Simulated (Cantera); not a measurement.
Feed: 1 mol B, a varied amount of H₂O, 0.17 mol N₂, at 1800 K and 12.0 mbar.

Equilibrium computed with Cantera from the NASA thermochemical tables; the gas is ideal and each condensed phase is pure. Candidate condensed phases: B, BN, B₂O₃, B₃O₃H₃, H₂O; 39 gas species. Mutual solubility and eutectic melting of coexisting phases are not modelled. Rates play no part.

Q: Which condensed phases are stable at each of these points (n(H₂O) (mol)): 0.23, 0.43, 0.62, 0.82, 1, 1.2, 1.4, 1.6, 1.8?

A: 
```json
[
 {"n(H₂O) (mol)": "0.23", "condensed phases": "B(s) + BN(s)", "B condensed (%)": "78.1"},
 {"n(H₂O) (mol)": "0.43", "condensed phases": "B(s) + BN(s)", "B condensed (%)": "59.1"},
 {"n(H₂O) (mol)": "0.62", "condensed phases": "B(s) + BN(s)", "B condensed (%)": "41.1"},
 {"n(H₂O) (mol)": "0.82", "condensed phases": "BN(s)", "B condensed (%)": "30.6"},
 {"n(H₂O) (mol)": "1", "condensed phases": "BN(s)", "B condensed (%)": "19.2"},
 {"n(H₂O) (mol)": "1.2", "condensed phases": "BN(s)", "B condensed (%)": "4.7"},
 {"n(H₂O) (mol)": "1.4", "condensed phases": "gas only", "B condensed (%)": "0.0"},
 {"n(H₂O) (mol)": "1.6", "condensed phases": "gas only", "B condensed (%)": "0.0"},
 {"n(H₂O) (mol)": "1.8", "condensed phases": "gas only", "B condensed (%)": "0.0"}
]
```

From 0.23 mol H₂O to 0.62 mol H₂O the condensed part is B(s) + BN(s). From 0.82 mol H₂O to 1.2 mol H₂O the condensed part is BN(s). From 1.4 mol H₂O to 1.8 mol H₂O nothing is condensed.
